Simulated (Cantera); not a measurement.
Feed: 1 mol N2O, 9.7 mol H2, equilibrated at 2952 °C and 1.00 Torr.

These are equilibrium values from Cantera (NASA tables, ideal gas, pure condensed phases), not measurements of a reactor. Candidate condensed phases: H2O; 24 gas species. The numbers say what is thermodynamically allowed, not how fast it happens.

Base state: H 0.894, N2 0.0471, O 0.0459, H2 0.0118, OH 0.00101, N 0.000319, NO 0.000237, O2 5.22e-5 (mole fractions); condensed: gas only.

### Question
What changes in the equilibrium state with this change: H2 from 9.7 to 0.79 mol?

### Answer
```
species    before    after
-------  --------  -------
H           0.894    0.437
N2         0.0471    0.280
O          0.0459    0.272
H2         0.0118  0.00282
O2        5.22e-5  0.00183
NO       0.000237  0.00342
OH        0.00101  0.00293
```

### Question
What changes in the equilibrium state with this change: temperature from 2952 °C to 2077 °C?

### Answer
```
species    before     after
-------  --------  --------
H2         0.0118     0.579
H           0.894     0.260
N2         0.0471    0.0808
H2O       3.43e-5    0.0732
O          0.0459   0.00172
N        0.000319   5.19e-7
OH        0.00101   0.00567
NO       0.000237  0.000115
```
